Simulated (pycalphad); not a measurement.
CALPHAD calculation (pycalphad, COST 507 light-alloy database (1999)), 1 atm. The database dates from 1999; later assessments differ in places, in temperatures and in the compounds included. Phase fractions are per mole of atoms. Diffusion is slow at the low end, where real alloys seldom reach equilibrium.

Task: Give the equilibrium state of Ti-0.22C (at.%) at 227 °C.

Result: hcp, fraction 0.994, with 0.01 C at.%; fcc, fraction 0.006, with 36.9 C at.%.

The fcc model also describes the rock-salt carbide or nitride (TiC, TiN, HfC).
